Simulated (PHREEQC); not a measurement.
Make-up at 80 °C: 10 mmol/kgw H2SO4 and 4.4 mmol/kgw MnSO4. Closed to the air; pH follows from the charge balance.

The numbers come from PHREEQC with the ion-association model, wateq4f.dat.

```json
[
 {"quantity": "pH", "before": "2.02", "after": "1.87"},
 {"quantity": "ionic strength (mol/kgw)", "before": "0.0238", "after": "0.0343"},
 {"quantity": "HSO4- (mol/kgw)", "before": "0.00910", "after": "0.00469"},
 {"quantity": "SO4-2 (mol/kgw)", "before": "0.00389", "after": "0.00873"},
 {"quantity": "Mn+2 (mol/kgw)", "before": "0.00299", "after": "0.00342"},
 {"quantity": "MnSO4 (mol/kgw)", "before": "0.00141", "after": "0.000982"}
]
```

What was changed between the two runs?
A. temperature from 80 to 30 °C
B. temperature from 80 to 5 °C
C. 0.017 mol/kgw KCl added
D. H2SO4 from 0.01 to 0.1 mol/kgw
E. H2SO4 from 0.01 to 0.002 mol/kgw

B, temperature from 80 to 5 °C

Precipitation was switched off in this run. Constants without temperature data keep their 25 °C values here.
